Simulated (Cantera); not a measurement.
# Equilibrium for boron, boron nitride and boron oxide: B₂H₆ + O₂

Input: 1 mol B₂H₆, 0.6 mol O₂.

These are equilibrium values from Cantera (NASA tables, ideal gas, pure condensed phases), not measurements of a reactor. Candidate condensed phases: B, B₂O₃, B₃O₃H₃, H₂O; 23 gas species. The feed counts by its element totals alone. Mutual solubility and eutectic melting of coexisting phases are not modelled. The numbers say what is thermodynamically allowed, not how fast it happens.

Stable condensed phases:

```
T in K \ P in Pa
             10     28     77    220    600   1700   4600  13000  36000 100000
   1673       A      A      A      A      A      A      B      B      B      B
   1573       A      A      A      A      B      B      B      B      B      B
   1473       A      A      B      B      B      B      B      B      B      B
   1373       B      B      B      B      B      B      B      B      B      B
   1273       B      B      B      B      B      B      B      B      B      B
   1173       B      B      B      B      B      B      B      B      B      B
   1073       B      B      B      B      B      B      B      B      B      B
    973       B      B      B      B      B      B      B      B      B      B
    873       B      B      B      B      B      B      B      B      B      B
```

A: B; B: B + B₂O₃.
